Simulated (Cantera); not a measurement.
A closed system holds: 1 mol SiHCl3, 0.44 mol N2, 0.89 mol H2, held at 133 Pa.

These are equilibrium values from Cantera (NASA tables, ideal gas, pure condensed phases), not measurements of a reactor. Candidate condensed phases: NH4Cl, Si, Si3N4; 28 gas species. The tables' values for SiCl3, SiCl, SiN are old estimates; treat these amounts as uncertain. Equilibrium is a limit: real reactors are often held back by kinetics, nucleation or transport.

x: gas mole fraction; nothing condenses.

| T (°C) | x SiCl2 | x HCl | x H2 | x N2 | x H | x Cl |
|---|---|---|---|---|---|---|
| 1425 | 0.295 | 0.294 | 0.270 | 0.132 | 0.00206 | 0.00174 |
| 1450 | 0.295 | 0.294 | 0.269 | 0.132 | 0.00259 | 0.00220 |
| 1475 | 0.295 | 0.294 | 0.268 | 0.132 | 0.00324 | 0.00275 |
| 1500 | 0.294 | 0.294 | 0.267 | 0.132 | 0.00403 | 0.00341 |
| 1525 | 0.294 | 0.294 | 0.266 | 0.132 | 0.00497 | 0.00421 |
| 1550 | 0.293 | 0.294 | 0.265 | 0.131 | 0.00611 | 0.00517 |
| 1575 | 0.292 | 0.294 | 0.263 | 0.131 | ___ | ___ |
| 1600 | 0.290 | 0.294 | 0.262 | 0.131 | ___ | ___ |
| 1625 | 0.288 | 0.294 | 0.259 | 0.130 | 0.0109 | 0.00933 |
| 1650 | 0.285 | 0.294 | 0.257 | 0.130 | 0.0131 | 0.0113 |

Question: Some entries are withheld; supply them.

Answer: 
- 1575, x H: 0.00745
- 1575, x Cl: 0.00632
- 1600, x H: 0.00904
- 1600, x Cl: 0.00769
